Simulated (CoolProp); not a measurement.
Vapour-liquid equilibrium of n-butane (1) + R113 (2) at 0.0824 MPa; x and y are mole fractions of (1).

Values from CoolProp's multi-fluid Helmholtz-energy mixture model, Bücker 2006 and Marx 1992; pair parameters Bell 2016.

```tsv
x	bubble temperature, mixture model (°C)	bubble temperature, Raoult's law (°C)	y, mixture model	y, Raoult's law
0.05	[?]	36.4	0.238	0.207
0.125	27.2	29.8	0.471	0.427
0.2	21.1	24.3	[?]	0.577
0.275	16.3	19.6	0.710	0.683
0.35	12.4	15.5	0.775	0.760
0.425	9.2	11.9	0.823	0.818
0.5	6.4	8.8	0.860	0.863
0.575	4.1	5.9	0.890	0.897
0.65	2.0	3.4	0.914	0.925
0.725	0.2	1.1	[?]	0.947
0.8	-1.6	-1.0	0.954	0.965
0.875	[?]	-2.9	0.972	0.980
0.95	[?]	-4.7	0.989	0.993
```

Task: Fill in the missing entries.

Result: 
- 0.05, bubble temperature, mixture model (°C): 35.0
- 0.2, y, mixture model: 0.615
- 0.725, y, mixture model: 0.935
- 0.875, bubble temperature, mixture model (°C): -3.2
- 0.95, bubble temperature, mixture model (°C): -4.8

The largest gap from Raoult's law is -3.3 K in bubble temperature, at x = 0.275. No azeotrope shows between x = 0.05 and 0.95.

The pair parameters rest on a limited set of measurements; away from them the model extrapolates.
